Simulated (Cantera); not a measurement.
A closed system holds: 1 mol BF₃, a varied amount of H₂O, held at 977 °C and 60000 Pa.

Method: chemical equilibrium by Gibbs-energy minimisation in Cantera with the NASA 1993 tables (ideal gas, pure condensed phases). Candidate condensed phases: B, B₂O₃, B₃O₃H₃, H₂O; 43 gas species. Gases not in the tables: H₃BO₃. Kinetics and transport are ignored.

**Question.** At 5 mol H₂O, list the 7 most abundant gas species with their mole fractions, and the condensed phases.

**Answer.** H₂O 0.654, HF 0.269, BF₃ 0.0606, B₃O₃F₃ 0.00819, (HBO₂)₃ 0.00400, BOF 0.00238, HBO₂ 0.00172. Condensed: B₂O₃(l).
